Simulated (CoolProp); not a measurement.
Sulfur hexafluoride at 293.15 K and 10.7 MPa flows at 0.06 m/s in a round tube of 10 mm bore and 1.5 µm roughness, fully developed (64/Re and Nu = 3.66 if laminar; Colebrook and Gnielinski if turbulent). Each further row changes one setting.

Values from CoolProp's reference Helmholtz-energy equation of state, Guder 2009.

```csv
case,Reynolds number,Darcy friction factor,pressure drop (Pa/m),heat-transfer coefficient (W/(m² K)),mass flow (kg/h)
as stated,?,0.0374,10.5,?,26.4
velocity 0.12 m/s,10200,0.0310,?,363,52.8
diameter 20 mm,10200,0.0309,4.32,181,106
```

Question: Complete the blanks.

Answer: 
- as stated, Reynolds number: 5090
- as stated, heat-transfer coefficient (W/(m² K)): 187
- velocity 0.12 m/s, pressure drop (Pa/m): 34.7

Viscosity comes from a separate model (Quiñones-Cisneros 2012). Thermal conductivity comes from a separate model (Assael 2012).
